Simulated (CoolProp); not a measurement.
Vapour-liquid equilibrium of R114 (1) + n-pentane (2) at 0.0945 MPa; x and y are mole fractions of (1).

Model: multi-fluid Helmholtz-energy mixture model, Platzer 1990 and Thol 2019; pair parameters Bell 2016, in CoolProp. This equation is an older, rougher fit; its heat capacities, sound speeds and derivatives of the liquid may be far off and weren't checked against measurements.

```csv
x,"bubble temperature, mixture model (K)","bubble temperature, Raoult's law (K)","y, mixture model","y, Raoult's law"
0.05,(withheld),304.4,0.199,0.138
0.125,(withheld),300.6,(withheld),0.307
0.2,291.8,297.2,0.526,0.441
0.275,288.5,294.2,0.615,0.548
0.35,(withheld),291.4,0.679,0.636
0.425,283.8,288.9,0.729,0.709
0.5,282.1,286.6,0.770,0.769
0.575,280.7,284.5,0.806,0.820
0.65,(withheld),282.5,0.838,0.864
0.725,278.3,280.7,0.869,0.901
0.8,277.3,279.0,0.901,0.933
0.875,(withheld),277.4,0.934,0.961
0.95,275.5,275.9,0.972,0.985
```

**Question.** What belongs in the gaps?

**Answer.** 
- 0.05, bubble temperature, mixture model (K): 302.1
- 0.125, bubble temperature, mixture model (K): 296.2
- 0.125, y, mixture model: 0.398
- 0.35, bubble temperature, mixture model (K): 285.9
- 0.65, bubble temperature, mixture model (K): 279.4
- 0.875, bubble temperature, mixture model (K): 276.4

The largest gap from Raoult's law is -5.7 K in bubble temperature, at x = 0.275. No azeotrope shows between x = 0.05 and 0.95.

The pair parameters rest on a limited set of measurements; away from them the model extrapolates.
